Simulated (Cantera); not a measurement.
Feed: 1 mol SiCl4, 1.9 mol Cl2, 0.68 mol H2, at 12000 Pa.

Method: chemical equilibrium by Gibbs-energy minimisation in Cantera with the NASA 1993 tables (ideal gas, pure condensed phases). Candidate condensed phases: Si; 19 gas species. The tables' values for SiCl3 are old estimates; treat these amounts as uncertain. The numbers say what is thermodynamically allowed, not how fast it happens. All values below are at 1548 K.

Base state: HCl 0.357, SiCl4 0.263, Cl2 0.262, Cl 0.118, SiCl3 8.82e-5 (mole fractions); condensed: gas only.

What changes in the equilibrium state with this change: pressure from 12000 Pa to 100000 Pa?


```csv
species,before,after
HCl,0.357,0.371
Cl2,0.262,0.311
SiCl4,0.263,0.273
Cl,0.118,0.0446
SiCl3,8.82e-5,2.91e-5
```
